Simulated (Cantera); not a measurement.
A closed system holds: 1 mol C2H4, 2.3 mol NH3, 75 mol H2, equilibrated at 10.0 mbar.

These are equilibrium values from Cantera (NASA tables, ideal gas, pure condensed phases), not measurements of a reactor. Candidate condensed phases: C, C6H6, C7H8, C8H18; 92 gas species. The numbers say what is thermodynamically allowed, not how fast it happens.

Problem. What share of the C ends up in condensed phases as a function of T (°C), at 775, 875, 975, 1075, 1175, 1275, 1375, 1475, 1575, 1675, 1775, 1875, 1975?

Solution. 
```csv
T (°C),C condensed (%),as
775,97.7,C(graphite)
875,99.0,C(graphite)
975,99.5,C(graphite)
1075,99.6,C(graphite)
1175,99.5,C(graphite)
1275,99.1,C(graphite)
1375,98.2,C(graphite)
1475,96.7,C(graphite)
1575,94.1,C(graphite)
1675,89.8,C(graphite)
1775,83.0,C(graphite)
1875,72.7,C(graphite)
1975,57.7,C(graphite)
```
